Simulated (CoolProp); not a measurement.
C3F8 (R218) at 298.15 K and 2.96 MPa is throttled through a valve to 1.99 MPa with no heat exchange. Each further row changes one setting.

Computed with CoolProp (reference Helmholtz-energy equation of state, Lemmon 2006). It is a short technical equation, of lower accuracy than the large ones.

```tsv
case	temperature change (K)	final phase	final density (kg/m³)
as stated	-0.1	liquid	1340
outlet pressure 0.597 MPa	-13.2	two-phase, vapour fraction 0.175	276
outlet pressure 2.59 MPa	-0.0	liquid	1350
```
